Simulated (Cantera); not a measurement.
A perfectly stirred reactor is fed with CO : H₂ : CH₄ : O₂ : N₂ = 1 : 0.75 : 0.19 : 2.24 : 8.43 (molar parts), equivalence ratio 0.56, at 46000 Pa; it is adiabatic with a 525 K inlet, and is followed from long to short residence time, starting on the burning branch (τ in s: 0.096, 0.049, 0.025, 0.013, 0.0068, 0.0035, 0.0018, 0.00092, 0.00047, 0.00024, 0.00013, 6.5e-05).

Detailed kinetics in Cantera: GRI-Mech 3.0 (53 species, 325 reactions).

One state of this run: T (K) = 1693; x CO = 0.0163; x H₂ = 0.00362; x CH₄ = 2.71e-5; x HCO = 4.90e-7; x HO₂ = 1.02e-5. x: mole fraction; the columns are a selection and need not sum to one.

Task: Which value of τ (s) does it belong to?
(A) 0.0018
(B) 0.013
(C) 0.096
(D) 0.00013

Result: A, 0.0018
